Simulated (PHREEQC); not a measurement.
A column of 0.1 m (30 cells, dispersivity 0.008 m, 300 s a shift, diffusion coefficient 3e-10 m²/s) holds 0.063 eq of the database's cation exchanger X per kg of pore water, first in equilibrium with 0.083 mol/kgw KBr and 1e-05 mol/kgw HCl. It is flushed with 0.035 mol NaCl, 0.0011 mol ZnCl2 and 1e-05 mol HCl per kg of water, at 15 °C. Values are for the last cell. No CO2 enters from the air. Precipitation was switched off in this run.

Model: ion-association model, phreeqc.dat, run in PHREEQC.

```
pore volumes  Na in solution (mol/kgw)  Br in solution (mol/kgw)  Zn in solution (mol/kgw)  Cl in solution (mol/kgw)  K in solution (mol/kgw)
------------  ------------------------  ------------------------  ------------------------  ------------------------  -----------------------
0                                    0                    0.0830                         0                   1.00e-5                   0.0830
0.2167                         3.83e-8                    0.0830                         0                   1.03e-5                   0.0830
0.6167                         0.00204                    0.0712                   9.85e-8                   0.00530                   0.0745
0.8167                         0.00578                    0.0523                   2.56e-7                    0.0138                   0.0603
1.217                           0.0129                    0.0201                   2.59e-7                    0.0282                   0.0354
1.417                           0.0155                    0.0114                   2.12e-7                    0.0321                   0.0280
1.817                           0.0196                   0.00330                   1.51e-7                    0.0357                   0.0194
2.017                           0.0213                   0.00173                   1.34e-7                    0.0364                   0.0169
2.217                           0.0228                  0.000899                   1.21e-7                    0.0368                   0.0149
2.617                           0.0253                  0.000237                   1.03e-7                    0.0371                   0.0121
2.817                           0.0263                  0.000121                   9.64e-8                    0.0372                   0.0110
3.217                           0.0280                   3.14e-5                   8.63e-8                    0.0372                  0.00925
3.417                           0.0287                   1.59e-5                   8.24e-8                    0.0372                  0.00854
3.817                           0.0298                   4.09e-6                   7.58e-8                    0.0372                  0.00736
4.017                           0.0303                   2.07e-6                   7.32e-8                    0.0372                  0.00685
4.217                           0.0308                   1.05e-6                   7.08e-8                    0.0372                  0.00640
4.617                           0.0316                   2.69e-7                   6.67e-8                    0.0372                  0.00561
4.817                           0.0319                   1.36e-7                   6.50e-8                    0.0372                  0.00527
5.217                           0.0325                   3.48e-8                   6.21e-8                    0.0372                  0.00466
5.417                           0.0328                   1.76e-8                   6.08e-8                    0.0372                  0.00439
5.817                           0.0333                   4.50e-9                   5.87e-8                    0.0372                  0.00391
6.017                           0.0335                   2.27e-9                   5.77e-8                    0.0372                  0.00369
```
